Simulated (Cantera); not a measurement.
**SiH2Cl2 + N2O + N2 (silicon oxide and oxynitride deposition)**

Feed: 1 mol SiH2Cl2, 0.42 mol N2O, 3.6 mol N2, equilibrated at 1025 K and 1.33 mbar.

These are equilibrium values from Cantera (NASA tables, ideal gas, pure condensed phases), not measurements of a reactor. Candidate condensed phases: H2O, NH4Cl, Si, SiO2, Si2N2O, Si3N4; 47 gas species. The tables' values for SiCl3 are old estimates; treat these amounts as uncertain. Rates play no part.

```
Quantity                              Value
--------------------------------  ---------
x(N2)                                 0.662
x(HCl)                                0.250
x(H2)                                0.0587
x(SiCl4)                             0.0292
x(SiCl3)                           0.000158
x(SiHCl3)                           5.88e-5
x(SiCl2)                            1.79e-5
n(Si2N2O(s))                      0.420 mol
gas amount                        5.441 mol
log10 activity of Si(s) (absent)      -5.03
```
